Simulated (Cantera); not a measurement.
A closed system holds: 1 mol Al2O3, 0.13 mol H2, equilibrated at 1873.15 K and 14.0 Pa.

Cantera equilibrium calculation (NASA polynomials, part measured and part estimated; ideal gas, pure solids and liquids). Candidate condensed phases: Al, Al2O3, H2O; 19 gas species. The tables' values for AlOH are old estimates; treat these amounts as uncertain. Rates play no part.

Base state: H2 0.946, H 0.0531, H2O 0.000812, Al 0.000490, Al2O 3.28e-5, AlOH 2.15e-5 (mole fractions); condensed: Al2O3(s).

Q: What changes in the equilibrium state with this change: 0.0075 mol Cl2 added?

A: 
```
species        before    after
-------------  ------  -------
H2              0.946    0.839
HCl                 0   0.0980
H              0.0531   0.0500
Cl                  0  0.00443
AlCl                0  0.00342
AlOCl               0  3.78e-5
AlCl2               0  3.13e-5
Al2O3(s), mol   1.000    1.000
```
The tables' values for AlCl2 are old estimates; treat these amounts as uncertain. Further candidate phases: AlCl3.
